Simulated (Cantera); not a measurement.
An isothermal, constant-pressure homogeneous reactor starts with CO : O₂ : H₂O : N₂ = 0.0016 : 0.0088 : 0.053 : 1 (molar parts), equivalence ratio 0.091, at 1500 K and 6.90 bar.

Cantera simulation using GRI-Mech 3.0 (53 species, 325 reactions); the numbers are that mechanism's predictions, not measurements.

x: mole fraction; the columns are a selection and need not sum to one.

```tsv
t (s)	x CO	x O₂	x H₂O	x NO₂	x HO₂	x OH
6.00e-6	0.00150	0.00828	0.0498	<1e-12	2.88e-9	4.67e-9
1.64e-5	0.00150	0.00828	0.0498	<1e-12	6.96e-9	1.78e-8
4.50e-5	0.00150	0.00828	0.0498	<1e-12	1.62e-8	8.39e-8
0.000123	0.00150	0.00827	0.0498	<1e-12	7.41e-8	7.64e-7
0.000337	0.00141	0.00823	0.0498	<1e-12	2.13e-6	5.09e-5
0.000924	0.000292	0.00766	0.0498	1.37e-10	1.78e-6	0.000115
0.00253	…	0.00753	0.0498	2.23e-10	…	…
0.00693	1.83e-6	0.00752	0.0499	1.12e-10	3.85e-8	2.28e-5
0.0190	6.16e-8	0.00752	0.0499	7.24e-11	1.91e-8	1.54e-5
0.0520	3.26e-8	0.00753	0.0499	7.22e-11	1.83e-8	1.49e-5
0.142	3.25e-8	0.00753	0.0499	7.82e-11	1.83e-8	1.49e-5
0.390	3.25e-8	0.00753	0.0499	9.44e-11	1.83e-8	1.49e-5
1.07	3.25e-8	0.00753	0.0499	1.39e-10	1.83e-8	1.49e-5
2.92	3.25e-8	0.00753	0.0499	2.61e-10	1.83e-8	1.49e-5
8.00	3.25e-8	0.00752	0.0499	5.95e-10	1.83e-8	1.49e-5
```

Complete the blanks.


- 0.00253, x CO: 2.87e-5
- 0.00253, x HO₂: 2.42e-7
- 0.00253, x OH: 4.85e-5
